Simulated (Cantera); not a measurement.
## CsOH + H₂O + H₂ (calcination and drying)

A closed system holds: 1 mol CsOH, 0.12 mol H₂O, 0.034 mol H₂, at 1800 Pa.

Method: chemical equilibrium by Gibbs-energy minimisation in Cantera with the NASA 1993 tables (ideal gas, pure condensed phases). Candidate condensed phases: Cs, CsOH, H₂O; 15 gas species. Equilibrium is a limit: real reactors are often held back by kinetics, nucleation or transport.

```json
[
 {"T (°C)": "625", "x CsOH": "0.459", "x H₂O": "0.240", "x Cs₂(OH)₂": "0.234", "x H₂": "0.0667", "x Cs": "0.00147", "x H": "2.11e-10", "x Cs₂": "4.99e-9", "n CsOH(l)": "0.533"},
 {"T (°C)": "675", "x CsOH": "0.685", "x H₂O": "0.125", "x Cs₂(OH)₂": "0.153", "x H₂": "0.0312", "x Cs": "0.00534", "x H": "6.91e-10", "x Cs₂": "4.72e-8", "n CsOH(l)": "0"},
 {"T (°C)": "725", "x CsOH": "0.778", "x H₂O": "0.120", "x Cs₂(OH)₂": "0.0654", "x H₂": "0.0262", "x Cs": "0.0101", "x H": "2.60e-9", "x Cs₂": "1.23e-7", "n CsOH(l)": "0"},
 {"T (°C)": "775", "x CsOH": "0.814", "x H₂O": "0.122", "x Cs₂(OH)₂": "0.0264", "x H₂": "0.0221", "x Cs": "0.0158", "x H": "8.57e-9", "x Cs₂": "2.29e-7", "n CsOH(l)": "0"},
 {"T (°C)": "825", "x CsOH": "0.823", "x H₂O": "0.126", "x Cs₂(OH)₂": "0.0109", "x H₂": "0.0184", "x Cs": "0.0221", "x H": "2.50e-8", "x Cs₂": "3.46e-7", "n CsOH(l)": "0"},
 {"T (°C)": "875", "x CsOH": "0.820", "x H₂O": "0.132", "x Cs₂(OH)₂": "0.00473", "x H₂": "0.0149", "x Cs": "0.0286", "x H": "6.52e-8", "x Cs₂": "4.59e-7", "n CsOH(l)": "0"},
 {"T (°C)": "925", "x CsOH": "0.814", "x H₂O": "0.137", "x Cs₂(OH)₂": "0.00218", "x H₂": "0.0116", "x Cs": "0.0349", "x H": "1.52e-7", "x Cs₂": "5.49e-7", "n CsOH(l)": "0"},
 {"T (°C)": "975", "x CsOH": "0.807", "x H₂O": "0.143", "x Cs₂(OH)₂": "0.00107", "x H₂": "0.00862", "x Cs": "0.0405", "x H": "3.23e-7", "x Cs₂": "6.05e-7", "n CsOH(l)": "0"},
 {"T (°C)": "1025", "x CsOH": "0.801", "x H₂O": "0.147", "x Cs₂(OH)₂": "0.000553", "x H₂": "0.00617", "x Cs": "0.0453", "x H": "6.27e-7", "x Cs₂": "6.25e-7", "n CsOH(l)": "0"}
]
```
x: gas mole fraction; n: condensed amount in mol.

At 625 °C the condensed part is CsOH(l). From 675 °C to 1025 °C nothing is condensed. The main Cs-bearing gas is Cs₂(OH)₂ at 625 °C and CsOH at 1025 °C.
